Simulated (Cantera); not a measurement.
**Chemical vapour transport: Si + H2O**

Feed: 1 mol Si, 0.13 mol H2O, held at 13.3 mbar.

Method: chemical equilibrium by Gibbs-energy minimisation in Cantera with the NASA 1993 tables (ideal gas, pure condensed phases). Candidate condensed phases: H2O, Si, SiO2; 18 gas species. Mutual solubility and eutectic melting of coexisting phases are not modelled. The tables hold silica as quartz up to 1696 K and as liquid above; real silica turns to tridymite and cristobalite and melts near 1996 K. Equilibrium is a limit: real reactors are often held back by kinetics, nucleation or transport.

At 773 K the condensed part is Si(s) + SiO2(α-quartz). From 873 K to 1373 K the condensed part is Si(s) + SiO2(β-quartz).

```json
[
 {"T (K)": "773", "log p H2": "-1.88", "log p SiO": "<-13", "log p H": "-12.98", "log p H2O": "<-13", "log p SiH2": "<-13", "n Si(s)": "0.935", "n SiO2(α-quartz)": "0.0650", "n SiO2(β-quartz)": "0"},
 {"T (K)": "873", "log p H2": "-1.88", "log p SiO": "-11.93", "log p H": "-11.27", "log p H2O": "-12.45", "log p SiH2": "-13.74", "n Si(s)": "0.935", "n SiO2(α-quartz)": "0", "n SiO2(β-quartz)": "0.0650"},
 {"T (K)": "973", "log p H2": "-1.88", "log p SiO": "-9.79", "log p H": "-9.90", "log p H2O": "-11.18", "log p SiH2": "-12.25", "n Si(s)": "0.935", "n SiO2(α-quartz)": "0", "n SiO2(β-quartz)": "0.0650"},
 {"T (K)": "1073", "log p H2": "-1.88", "log p SiO": "-8.05", "log p H": "-8.79", "log p H2O": "-10.16", "log p SiH2": "-11.04", "n Si(s)": "0.935", "n SiO2(α-quartz)": "0", "n SiO2(β-quartz)": "0.0650"},
 {"T (K)": "1173", "log p H2": "-1.88", "log p SiO": "-6.62", "log p H": "-7.87", "log p H2O": "-9.31", "log p SiH2": "-10.04", "n Si(s)": "0.935", "n SiO2(α-quartz)": "0", "n SiO2(β-quartz)": "0.0650"},
 {"T (K)": "1273", "log p H2": "-1.88", "log p SiO": "-5.41", "log p H": "-7.08", "log p H2O": "-8.61", "log p SiH2": "-9.20", "n Si(s)": "0.935", "n SiO2(α-quartz)": "0", "n SiO2(β-quartz)": "0.0650"},
 {"T (K)": "1373", "log p H2": "-1.88", "log p SiO": "-4.39", "log p H": "-6.42", "log p H2O": "-8.00", "log p SiH2": "-8.48", "n Si(s)": "0.935", "n SiO2(α-quartz)": "0", "n SiO2(β-quartz)": "0.0648"}
]
```
log p: log10 of the partial pressure in bar; n: condensed amount in mol.
